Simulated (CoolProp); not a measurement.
Computed with CoolProp (reference Helmholtz-energy equation of state, Zhou 2011).

Q: Give the vapour pressure (MPa), vapour density (kg/m³), surface tension (mN/m) of saturated dimethyl carbonate at 422.1 K.

A: 
```json
[
 {"T (K)": "422.1", "p (MPa)": "0.489", "vapour density (kg/m³)": "13.8", "surface tension (mN/m)": "11.5"}
]
```

Surface tension comes from a separate correlation (Mulero 2014).
